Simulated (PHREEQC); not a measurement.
A solution holds 14 mmol/kgw NaOH, 57 mmol/kgw NaAlO2 and 14 mmol/kgw Na2CO3, at 25 °C. Closed to the air; pH follows from the charge balance.

All values are PHREEQC results (ion-association model, phreeqc.dat), not measurements.

Precipitation was switched off in this run.

Question: What pH, ionic strength does the model give?

Answer: pH 12.03; ionic strength 0.102 mol/kgw.

Question: In which forms is C present?

Answer: CO3-2 59 %, NaCO3- 40 %, HCO3- 0.6 % of the C.

Examples of supersaturated solids here: Gibbsite (slow to form). Others may be too.
